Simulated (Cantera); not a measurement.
A perfectly stirred reactor is fed with CH4 : O2 : N2 = 0.0059 : 0.048 : 1 (molar parts), at 10.0 bar; it is held at 1125 K, and followed from long to short residence time.

Computed with Cantera and GRI-Mech 3.0 (53 species, 325 reactions).

One state of this run: x CH4 = 0.000765; x O2 = 0.0371; x CO = 0.00224; x H2O2 = 3.37e-6; x C2H2 = 2.52e-7; x O = 1.15e-7; x H = 4.46e-8. x: mole fraction; the columns are a selection and need not sum to one.

### Question
Which value of τ (s) does it belong to?
(A) 0.060
(B) 0.40
(C) 0.038
(D) 0.0091

### Answer
A, 0.060
